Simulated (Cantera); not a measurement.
Nitride etching: BN + HCl + H2

A closed system holds: 1 mol BN, 8.3 mol HCl, 8.8 mol H2, equilibrated at 1275 K and 0.133 bar.

Method: chemical equilibrium by Gibbs-energy minimisation in Cantera with the NASA 1993 tables (ideal gas, pure condensed phases). Candidate condensed phases: B, BN, NH4Cl; 21 gas species. Gases not in the tables: BHCl2. Rates play no part.

```json
{
 "x(H2)": "0.516",
 "x(HCl)": "0.483",
 "x(BCl3)": "0.000668",
 "x(N2)": "0.000334",
 "x(H)": "1.45e-6",
 "x(Cl)": "1.15e-6",
 "n(BN(s))": "0.989 mol",
 "gas_amount": "17.10 mol",
 "log10 activity of B(s) (absent)": "-3.49"
}
```
